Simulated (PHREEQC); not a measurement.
Consider water at 20 °C with 0.58 mol NaBr per kg of water. Closed to the air; pH follows from the charge balance.

Computed with PHREEQC (Pitzer model, pitzer.dat).

No solid was allowed to form.

Q: Predict the activity of water, osmotic coefficient, specific conductance.

A: activity of water 0.981; osmotic coefficient 0.935; specific conductance 45100 µS/cm.

Species that the database lacks are ignored.
